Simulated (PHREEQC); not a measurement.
Dissolve 0.033 mol NH4Cl, 0.0012 mol Na2B4O7 and 0.095 mol KCl per kg of water at 25 °C. It is in equilibrium with CO2 at log p = -3.4 (atm). Otherwise closed; pH follows from the charge balance.

All values are PHREEQC results (ion-association model, wateq4f.dat), not measurements.

No solid was allowed to form.

**Question.** Estimate the pH.

**Answer.** pH 7.97.

**Question.** In which forms is B present?

**Answer.** H3BO3 93 %, H2BO3- 7.2 % of the B.

Species that the database lacks are ignored.
